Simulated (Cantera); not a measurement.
Input: 1 mol SiF4, 8 mol O2, 2.1 mol N2, equilibrated at 950 K and 0.0150 bar.

Cantera equilibrium calculation (NASA polynomials, part measured and part estimated; ideal gas, pure solids and liquids). Candidate condensed phases: Si, SiO2, Si2N2O, Si3N4; 28 gas species. Equilibrium is a limit: real reactors are often held back by kinetics, nucleation or transport.

### Question
What is the equilibrium state?

### Answer
| Property | Result |
|---|---|
| x(O2) | 0.721 |
| x(N2) | 0.189 |
| x(SiF4) | 0.0901 |
| x(NO) | 1.59e-5 |
| gas amount | 11.10 mol |
| log10 activity of Si(s) (absent) | -38.66 |
